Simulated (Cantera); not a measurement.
A perfectly stirred reactor is fed with 10.1 % H2, 56.2 % O2, 33.7 % N2, equivalence ratio 0.090, at 600 Pa; it is held at 1250 K, and followed from long to short residence time.

Detailed kinetics in Cantera: the H2/O2 subset of GRI-Mech 3.0, which has no nitrogen chemistry. Radical loss at walls, strong at low pressure, is not modelled. The temperature is held fixed by assumption; the heat of reaction is taken as removed at once.

One state of this run: x H2 = 0.00211; x O2 = 0.521; x HO2 = 1.52e-6; x H2O2 = 6.79e-8; x OH = 0.00454; x H2O = 0.0960; x O = 0.0197. x: mole fraction; the columns are a selection and need not sum to one.

**Question.** Which value of τ (s) does it belong to?
A. 0.60
B. 0.29
C. 0.14
D. 0.066

**Answer.** B, 0.29
